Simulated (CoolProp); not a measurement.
Properties of acetone along the isobar 10.8 MPa (Tc = 235.0 °C, pc = 4.692 MPa, ω = 0.307).

Model: reference Helmholtz-energy equation of state, Lemmon 2006, in CoolProp. It is a short technical equation, of lower accuracy than the large ones.

```csv
T (°C),phase,density (kg/m³)
-84.75,liquid,907.5
-65.35,liquid,887.3
-45.85,liquid,867.4
-26.45,liquid,847.7
-6.95,liquid,827.8
12.55,liquid,807.8
31.95,liquid,787.7
51.45,liquid,767.0
70.85,liquid,745.8
90.35,liquid,723.9
109.85,liquid,701.0
129.25,liquid,677.2
148.75,liquid,651.8
168.15,liquid,624.9
187.65,liquid,595.7
207.05,liquid,563.7
```
